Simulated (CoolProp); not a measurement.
R1224YDZ along the isotherm 199.95 °C: Z from the reference equation and from simpler models built on Tc = 155.5 °C, pc = 3.334 MPa, ω = 0.325; each cubic takes its own stable root.

Model: reference Helmholtz-energy equation of state, Akasaka 2023, in CoolProp.

| p (MPa) | phase | reference | van der Waals | Redlich-Kwong |
|---|---|---|---|---|
| 0.595 | gas | 0.9553 | 0.9570 | 0.9533 |
| 1.19 | gas | 0.9085 | 0.9107 | 0.9040 |
| 1.79 | gas | 0.8590 | 0.8598 | 0.8513 |
| 2.38 | gas | 0.8077 | 0.8043 | 0.7958 |
| 2.98 | gas | 0.7528 | 0.7402 | 0.7345 |
| 3.57 | supercritical | 0.6958 | 0.6655 | 0.6684 |
| 4.17 | supercritical | 0.6342 | 0.5715 | 0.5946 |
| 4.76 | supercritical | 0.5687 | 0.4751 | 0.5202 |
| 5.36 | supercritical | 0.4959 | 0.4405 | 0.4632 |
| 5.95 | supercritical | 0.4327 | 0.4436 | 0.4391 |
| 6.55 | supercritical | 0.4049 | 0.4586 | 0.4353 |
| 7.14 | supercritical | 0.4014 | 0.4782 | 0.4414 |
| 7.74 | supercritical | 0.4081 | 0.5004 | 0.4525 |
| 8.34 | supercritical | 0.4198 | 0.5239 | 0.4663 |
